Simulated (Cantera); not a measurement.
Input: 1 mol BF₃, 2.1 mol H₂, at 1200 °C and 0.0133 bar.

Cantera equilibrium calculation (NASA polynomials, part measured and part estimated; ideal gas, pure solids and liquids). Candidate condensed phases: B; 20 gas species. The tables' values for BF₂ are old estimates; treat these amounts as uncertain. Kinetics and transport are ignored.

Task: What is the equilibrium state?

Result: 
```
Quantity                            Result
-------------------------------  ---------
x(H₂)                                0.664
x(BF₃)                               0.307
x(HF)                               0.0147
x(BHF₂)                            0.00888
x(BF₂)                             0.00527
x(BF)                             0.000275
x(H)                               8.94e-5
gas amount                       3.109 mol
log10 activity of B(s) (absent)      -1.65
```
